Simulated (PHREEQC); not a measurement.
Consider water at 20 °C with 17 mmol/kgw Cu(BF4)2 and 0.25 mmol/kgw HBF4. It is in equilibrium with CO2 at log p = -3.4 (atm). Otherwise closed; pH follows from the charge balance.

Equilibrium calculation in PHREEQC: ion-association model, phreeqc.dat.

Each row changes one thing in this solution. This is a speciation only: nothing precipitates in the calculation.

```json
[
 {"case": "as made", "pH": "2.77", "ionic strength (mol/kgw)": "0.0523", "BF4- (mol/kgw)": "0.0305", "HF (mol/kgw)": "0.00490", "F- (mol/kgw)": "0.00260", "BF3OH- (mol/kgw)": "0.00205"},
 {"case": "HBF4 from 0.00025 to 0.0025 mol/kgw", "pH": "2.55", "ionic strength (mol/kgw)": "0.0538", "BF4- (mol/kgw)": "0.0329", "HF (mol/kgw)": "0.00562", "F- (mol/kgw)": "0.00181", "BF3OH- (mol/kgw)": "0.00193"},
 {"case": "Cu(BF4)2 from 0.017 to 0.0085 mol/kgw", "pH": "2.84", "ionic strength (mol/kgw)": "0.0268", "BF4- (mol/kgw)": "0.0145", "HF (mol/kgw)": "0.00401", "F- (mol/kgw)": "[?]", "BF3OH- (mol/kgw)": "0.00120"},
 {"case": "diluted 10-fold with water", "pH": "[?]", "ionic strength (mol/kgw)": "0.00608", "BF4- (mol/kgw)": "0.00204", "HF (mol/kgw)": "[?]", "F- (mol/kgw)": "0.00194", "BF3OH- (mol/kgw)": "0.000283"},
 {"case": "temperature from 20 to 50 °C", "pH": "2.83", "ionic strength (mol/kgw)": "0.0518", "BF4- (mol/kgw)": "0.0293", "HF (mol/kgw)": "0.00797", "F- (mol/kgw)": "0.00280", "BF3OH- (mol/kgw)": "0.00221"}
]
```

Q: Complete the blanks.

A: 
- Cu(BF4)2 from 0.017 to 0.0085 mol/kgw, F- (mol/kgw): 0.00237
- diluted 10-fold with water, pH: 3.01
- diluted 10-fold with water, HF (mol/kgw): 0.00240

Away from 25 °C the constants follow the database's enthalpies or fits; those with neither stay at their 25 °C values. Real BF4- forms and hydrolyses slowly; the run takes it at equilibrium.
